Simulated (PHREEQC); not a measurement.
Consider water at 25 °C with 0.11 mol/kgw CuCl2, 0.00012 mol/kgw HNO3 and 0.035 mol/kgw FeCl3. Closed to the air; pH follows from the charge balance.

All values are PHREEQC results (ion-association model, phreeqc.dat), not measurements.

```json
{
 "pH": "2.21",
 "ionic_strength": "0.425 mol/kgw",
 "activity_of_water": "0.993",
 "density": "1.015 g/cm³",
 "total_alkalinity": "-70.1 meq/kg"
}
```

```json
[
 {"species": "Cl-", "molality": "0.280", "activity": "0.185", "log γ": "-0.180"},
 {"species": "Cu+2", "molality": "0.0910", "activity": "0.0238", "log γ": "-0.582"},
 {"species": "CuCl+", "molality": "0.0179", "activity": "0.0119", "log γ": "-0.179"},
 {"species": "FeCl+2", "molality": "0.0161", "activity": "0.00367", "log γ": "-0.642"},
 {"species": "H+", "molality": "0.00800", "activity": "0.00616", "log γ": "-0.114"},
 {"species": "Fe+3", "molality": "0.00690", "activity": "0.000656", "log γ": "-1.022"},
 {"species": "FeCl2+", "molality": "0.00439", "activity": "0.00303", "log γ": "-0.161"},
 {"species": "FeOH+2", "molality": "0.00300", "activity": "0.000683", "log γ": "-0.642"},
 {"species": "Fe2(OH)2+4", "molality": "0.00190", "activity": "1.26e-5", "log γ": "-2.180"},
 {"species": "CuCl2", "molality": "0.00107", "activity": "0.00118", "log γ": "0.042"}
]
```

Precipitation was switched off in this run. The solution is supersaturated, for example in Hematite (slow to form), Goethite (slow to form), so a real one may precipitate; this is no full list.
